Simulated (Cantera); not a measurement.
## Premixed flame

A freely propagating, adiabatic, planar premixed flame of CH4 : C2H6 : O2 : N2 : CO2 = 1 : 0.074 : 2.43 : 9.13 : 0.41 (molar parts), equivalence ratio 0.93, unburnt at 600 K and 1.00 bar; mixture-averaged transport, grid criteria slope 0.08 and curve 0.16, no radiation.

Model: GRI-Mech 3.0 (53 species, 325 reactions), integrated in Cantera. Burning velocities carry a grid error of a few per cent, more on coarse grids.

| z (mm) | T (K) | u (m/s) | x CH4 | x C2H6 | x O2 | x O | x HCN | x CH2 |
|---|---|---|---|---|---|---|---|---|
| -1.13 | 600 | 1.06 | 0.0766 | 0.00567 | 0.186 | <1e-8 | <1e-8 | <1e-8 |
| -0.751 | 602 | 1.06 | 0.0763 | 0.00566 | 0.186 | <1e-8 | <1e-8 | <1e-8 |
| -0.563 | 608 | 1.07 | 0.0757 | 0.00564 | 0.185 | <1e-8 | <1e-8 | <1e-8 |
| -0.376 | 655 | 1.16 | 0.0726 | 0.00554 | 0.181 | 4.29e-8 | 2.66e-8 | <1e-8 |
| -0.188 | 977 | 1.75 | 0.0536 | 0.00437 | 0.153 | 7.66e-6 | 3.46e-7 | 1.63e-7 |
| -0.0939 | 1355 | 2.46 | 0.0305 | 0.00212 | 0.115 | 0.000105 | 9.61e-7 | 6.86e-6 |
| 0 | 1722 | 3.15 | 0.00747 | 0.000140 | 0.0699 | 0.000951 | 1.99e-6 | 4.44e-5 |
| 0.0939 | 1872 | 3.42 | 0.000536 | 4.34e-7 | 0.0442 | 0.00325 | 1.61e-6 | 1.09e-5 |
| 0.188 | 1917 | 3.49 | 1.99e-5 | <1e-8 | 0.0355 | 0.00440 | 5.93e-7 | 5.12e-7 |
| 0.376 | 1971 | 3.57 | 4.10e-8 | <1e-8 | 0.0307 | 0.00432 | 6.23e-8 | <1e-8 |
| 0.751 | 2039 | 3.68 | <1e-8 | <1e-8 | 0.0275 | 0.00346 | <1e-8 | <1e-8 |
| 1.50 | 2116 | 3.80 | <1e-8 | <1e-8 | 0.0245 | 0.00239 | <1e-8 | <1e-8 |
| 3.00 | 2187 | 3.91 | <1e-8 | <1e-8 | 0.0215 | 0.00149 | <1e-8 | <1e-8 |
x: mole fraction of selected species; z is measured from the peak of heat release.

The laminar burning velocity is 105 cm/s and the thermal thickness comes out as 0.376 mm. The peak x(O) is 0.00451 and the peak x(HCN) is 2.13e-6. The peak x(CH2) comes out as 4.45e-5. The grid points comes out as 145.
